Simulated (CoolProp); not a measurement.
Model: reference Helmholtz-energy equation of state, Rui 2013, in CoolProp.

Question: For R236EA, give the phase and the density (kg/m³), expansivity (1/kK) at 83.55 °C and 1.66 MPa; 107.25 °C and 1.66 MPa; 130.95 °C and 1.66 MPa.

Answer: 
- 83.55 °C and 1.66 MPa: liquid; density 1210, expansivity 3.86
- 107.25 °C and 1.66 MPa: gas; density 113, expansivity 9.21
- 130.95 °C and 1.66 MPa: gas; density 95.3, expansivity 5.71
